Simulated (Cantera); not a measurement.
What does this Cantera script print?

```python
import numpy as np
import cantera as ct

gas_names = """
    CL CL2 H HCL H2 Si SiCL SiCL2 SiCL3 SiCL4 SiH SiHCL3 SiH2 SiH2CL2 SiH3 SiH3CL SiH4 Si2 Si3
""".split()
cond_names = """
    Si(cr) Si(L)
""".split()


# ... load() reads the species with a 1 bar reference pressure and builds the phases ...
atoms = {
    'SiCl4': {'Si': 1, 'CL': 4},
    'Cl2': {'CL': 2},
    'H2': {'H': 2},
}
top_T = {}  # K; cautious upper limits of use, not melting points


# ... equilibrate(T, P, feed) seeds the gas with the atoms and calls Mixture.equilibrate('TP', solver="vcs", rtol=1e-11, max_steps=5000) ...
results = []
feed = {'SiCl4': 1, 'Cl2': 0.88, 'H2': 0.94}  # mol
T = 1450  # K
P = 100000  # Pa
mix = equilibrate(T, P, feed)
results.append((T, P, feed, dict(zip(mix.species_names, mix.species_moles))))
x = sorted(zip(gas.X, gas.species_names), reverse=True)
print(f"T = {T:g} K  P = {P:g} Pa  gas = {mix.phase_moles(0):.4g} mol")
print("   x: " + "  ".join(f"{s} {v:.3e}" for v, s in x if v > 0.0001))
print("   condensed (mol): " + ("  ".join(f"{mix.phase(i).name} {mix.phase_moles(i):.4g}"
      for i in range(1, mix.n_phases) if mix.phase_moles(i) > 1e-12) or "none"))
```

Output:

```
T = 1450 K  P = 100000 Pa  gas = 2.829 mol
   x: HCL 6.293e-01  SiCL4 3.466e-01  H2 1.722e-02  SiCL3 5.692e-03  SiHCL3 8.177e-04  SiCL2 3.415e-04
   condensed (mol): none
```

Method: chemical equilibrium by Gibbs-energy minimisation in Cantera with the NASA 1993 tables (ideal gas, pure condensed phases). The tables' values for SiCl3 are old estimates; treat these amounts as uncertain.
